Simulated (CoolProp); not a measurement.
Octamethyltrisiloxane (MDM) at several states: Z from the reference equation and from simpler models built on Tc = 292.2 °C, pc = 1.438 MPa, ω = 0.528; each cubic takes its own stable root.

Model: reference Helmholtz-energy equation of state, Thol 2017, in CoolProp.

```tsv
T (°C)	p (MPa)	phase	reference
-46.35	0.692	liquid	0.09796
54.95	2.97	liquid	0.3260
136.75	1.37	liquid	0.1360
91.85	0.0246	liquid	0.002571
```

Question: How far does each simpler model (van der Waals, Peng-Robinson) lie from the reference over these 4 states: mean and median of the absolute difference, and the worst?

Answer: 
- van der Waals: mean 9614.0 %, median 72.7 %, worst +38243.1 % at 91.85 °C and 0.0246 MPa
- Peng-Robinson: mean 2.7 %, median 2.7 %, worst -3.5 % at 136.75 °C and 1.37 MPa

At some of these states van der Waals gives the other phase, because its saturation line lies elsewhere.
